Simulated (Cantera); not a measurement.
A freely propagating, adiabatic, planar premixed flame of 26.7 % CO, 1.15 % H2, 15.2 % O2, 57.0 % N2, equivalence ratio 0.92, unburnt at 523 K and 10.0 bar; mixture-averaged transport, grid criteria slope 0.08 and curve 0.16, no radiation.

Detailed kinetics in Cantera: GRI-Mech 3.0 (53 species, 325 reactions). The hydrogen kinetics of GRI-Mech 3.0 are dated; newer H2 mechanisms differ, most at raised pressure. Burning velocities carry a grid error of a few per cent, more on coarse grids.

x: mole fraction of selected species; z is measured from the peak of heat release.

```json
[
 {"z (mm)": "-0.253", "T (K)": "523", "u (m/s)": "0.497", "x CO": "0.267", "x H2": "0.0113", "x O2": "0.152", "x H2O2": "<1e-8", "x NO": "<1e-8", "x HO2": "<1e-8"},
 {"z (mm)": "-0.169", "T (K)": "523", "u (m/s)": "0.497", "x CO": "0.268", "x H2": "0.0109", "x O2": "0.152", "x H2O2": "9.42e-8", "x NO": "<1e-8", "x HO2": "1.00e-7"},
 {"z (mm)": "-0.127", "T (K)": "525", "u (m/s)": "0.498", "x CO": "0.268", "x H2": "0.0103", "x O2": "0.152", "x H2O2": "5.57e-7", "x NO": "<1e-8", "x HO2": "5.91e-7"},
 {"z (mm)": "-0.0844", "T (K)": "538", "u (m/s)": "0.510", "x CO": "0.267", "x H2": "0.00893", "x O2": "0.152", "x H2O2": "5.27e-6", "x NO": "?", "x HO2": "5.79e-6"},
 {"z (mm)": "-0.0422", "T (K)": "708", "u (m/s)": "0.667", "x CO": "0.256", "x H2": "0.00566", "x O2": "0.146", "x H2O2": "6.81e-5", "x NO": "?", "x HO2": "0.000121"},
 {"z (mm)": "-0.0211", "T (K)": "1077", "u (m/s)": "0.998", "x CO": "0.223", "x H2": "0.00328", "x O2": "0.128", "x H2O2": "9.66e-5", "x NO": "?", "x HO2": "0.000331"},
 {"z (mm)": "0", "T (K)": "1549", "u (m/s)": "1.39", "x CO": "0.165", "x H2": "0.00115", "x O2": "0.0953", "x H2O2": "2.38e-6", "x NO": "?", "x HO2": "0.000124"},
 {"z (mm)": "0.0211", "T (K)": "1860", "u (m/s)": "1.63", "x CO": "0.116", "x H2": "0.000523", "x O2": "0.0685", "x H2O2": "4.93e-7", "x NO": "?", "x HO2": "5.20e-5"},
 {"z (mm)": "0.0422", "T (K)": "2035", "u (m/s)": "1.76", "x CO": "0.0898", "x H2": "0.000492", "x O2": "0.0553", "x H2O2": "2.87e-7", "x NO": "?", "x HO2": "2.87e-5"},
 {"z (mm)": "0.0844", "T (K)": "2211", "u (m/s)": "1.88", "x CO": "0.0674", "x H2": "0.000446", "x O2": "0.0449", "x H2O2": "1.62e-7", "x NO": "?", "x HO2": "1.30e-5"},
 {"z (mm)": "0.169", "T (K)": "2351", "u (m/s)": "1.98", "x CO": "0.0504", "x H2": "0.000339", "x O2": "0.0374", "x H2O2": "9.45e-8", "x NO": "?", "x HO2": "5.69e-6"},
 {"z (mm)": "0.338", "T (K)": "2450", "u (m/s)": "2.05", "x CO": "0.0374", "x H2": "0.000248", "x O2": "0.0315", "x H2O2": "6.19e-8", "x NO": "?", "x HO2": "3.04e-6"},
 {"z (mm)": "0.675", "T (K)": "2507", "u (m/s)": "2.08", "x CO": "0.0294", "x H2": "0.000193", "x O2": "0.0276", "x H2O2": "4.93e-8", "x NO": "?", "x HO2": "2.23e-6"}
]
```

Problem. Fill in the missing entries.

Solution. 
- -0.0844, x NO: 3.15e-8
- -0.0422, x NO: 1.12e-6
- -0.0211, x NO: 9.20e-6
- 0, x NO: 2.71e-5
- 0.0211, x NO: 5.42e-5
- 0.0422, x NO: 8.50e-5
- 0.0844, x NO: 0.000146
- 0.169, x NO: 0.000260
- 0.338, x NO: 0.000466
- 0.675, x NO: 0.000815
